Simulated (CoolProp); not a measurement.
Model: reference Helmholtz-energy equation of state, Wu 2012, in CoolProp.

Problem. Give the vapour pressure (MPa), enthalpy of vaporisation (kJ/kg), liquid cp (kJ/(kg K)), vapour Z of saturated fluoroethane (R161) at 16.85, 25.65, 34.55 °C.

Solution. 
```
T (°C)  p (MPa)  enthalpy of vaporisation (kJ/kg)  liquid cp (kJ/(kg K))  vapour Z
------  -------  --------------------------------  ---------------------  --------
16.85     0.735                               354                   2.23     0.859
25.65     0.941                               339                   2.30     0.833
34.55      1.19                               323                   2.38     0.803
```
